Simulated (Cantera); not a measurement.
**Adiabatic ignition**

An adiabatic, constant-pressure homogeneous reactor starts with 2.23 % C3H8, 19.2 % O2, 78.6 % N2, equivalence ratio 0.58, at 1225 K and 1.38 atm.

Computed with Cantera and GRI-Mech 3.0 (53 species, 325 reactions). GRI-Mech 3.0 was tuned for natural gas; its chemistry of propane as a main component is partial and can be far from experiment.

```json
[
 {"t (s)": "8.00e-6", "T (K)": "1225", "x C3H8": "0.0223", "x O2": "0.192", "x NO": "<1e-12", "x HO2": "1.20e-6", "x H2": "2.20e-7", "x HCO": "<1e-12", "x CH2O": "1.87e-8"},
 {"t (s)": "2.48e-5", "T (K)": "1225", "x C3H8": "0.0223", "x O2": "0.192", "x NO": "<1e-12", "x HO2": "4.22e-6", "x H2": "9.18e-7", "x HCO": "<1e-12", "x CH2O": "2.95e-7"},
 {"t (s)": "7.67e-5", "T (K)": "1225", "x C3H8": "0.0222", "x O2": "0.192", "x NO": "<1e-12", "x HO2": "1.06e-5", "x H2": "4.92e-6", "x HCO": "2.61e-11", "x CH2O": "5.64e-6"},
 {"t (s)": "0.000237", "T (K)": "1225", "x C3H8": "0.0220", "x O2": "0.192", "x NO": "<1e-12", "x HO2": "9.22e-6", "x H2": "3.58e-5", "x HCO": "5.34e-10", "x CH2O": "6.32e-5"},
 {"t (s)": "0.000734", "T (K)": "1225", "x C3H8": "0.0213", "x O2": "0.191", "x NO": "<1e-12", "x HO2": "1.07e-5", "x H2": "0.000153", "x HCO": "2.56e-9", "x CH2O": "0.000270"},
 {"t (s)": "0.00227", "T (K)": "1231", "x C3H8": "0.0180", "x O2": "0.189", "x NO": "<1e-12", "x HO2": "2.81e-5", "x H2": "0.000871", "x HCO": "2.50e-8", "x CH2O": "0.00117"},
 {"t (s)": "0.00704", "T (K)": "2330", "x C3H8": "<1e-12", "x O2": "0.0779", "x NO": "0.000663", "x HO2": "4.20e-6", "x H2": "0.000624", "x HCO": "1.66e-10", "x CH2O": "<1e-12"},
 {"t (s)": "0.0218", "T (K)": "2326", "x C3H8": "<1e-12", "x O2": "0.0769", "x NO": "0.00267", "x HO2": "4.11e-6", "x H2": "0.000616", "x HCO": "1.60e-10", "x CH2O": "<1e-12"},
 {"t (s)": "0.0674", "T (K)": "2319", "x C3H8": "<1e-12", "x O2": "0.0750", "x NO": "0.00655", "x HO2": "3.96e-6", "x H2": "0.000600", "x HCO": "1.50e-10", "x CH2O": "<1e-12"},
 {"t (s)": "0.209", "T (K)": "2314", "x C3H8": "<1e-12", "x O2": "0.0736", "x NO": "0.00924", "x HO2": "3.85e-6", "x H2": "0.000589", "x HCO": "1.43e-10", "x CH2O": "<1e-12"},
 {"t (s)": "0.646", "T (K)": "2314", "x C3H8": "<1e-12", "x O2": "0.0735", "x NO": "0.00943", "x HO2": "3.84e-6", "x H2": "0.000588", "x HCO": "1.43e-10", "x CH2O": "<1e-12"},
 {"t (s)": "2.00", "T (K)": "2314", "x C3H8": "<1e-12", "x O2": "0.0735", "x NO": "0.00943", "x HO2": "3.84e-6", "x H2": "0.000588", "x HCO": "1.43e-10", "x CH2O": "<1e-12"}
]
```
x: mole fraction; the columns are a selection and need not sum to one.

```json
{
 "time_of_steepest_temperature_rise": "3.18 ms",
 "temperature at 2.00 s": "2314 K",
 "equilibrium_temperature": "2314 K",
 "x(C3H8) at 2.00 s": "<1e-12 (gas-phase equilibrium <1e-12)",
 "x(O2) at 2.00 s": "0.0735 (gas-phase equilibrium 0.0735)",
 "x(NO) at 2.00 s": "0.00943 (gas-phase equilibrium 0.00943)"
}
```
